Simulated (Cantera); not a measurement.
Feed: 1 mol PbS, 910 mol H2, at 1675 °C and 7.30 bar.

Method: chemical equilibrium by Gibbs-energy minimisation in Cantera with the NASA 1993 tables (ideal gas, pure condensed phases). Candidate condensed phases: Pb, PbS, S; 10 gas species. Rates play no part.

Base state: H2 0.997, Pb 0.00106, H2S 0.00103, H 0.000418, SH 3.54e-5, PbS 3.41e-5 (mole fractions); condensed: gas only.

Question: What changes in the equilibrium state with this change: pressure from 7.30 bar to 13.3 mbar?

Answer: 
| species | before | after |
|---|---|---|
| H2 | 0.997 | 0.988 |
| H | 0.000418 | 0.00973 |
| Pb | 0.00106 | 0.00108 |
| H2S | 0.00103 | 0.000485 |
| S | 4.63e-7 | 0.000121 |
| S2 | 3.11e-7 | 3.87e-5 |
| SH | 3.54e-5 | 0.000393 |
| PbS | 3.41e-5 | 1.65e-5 |
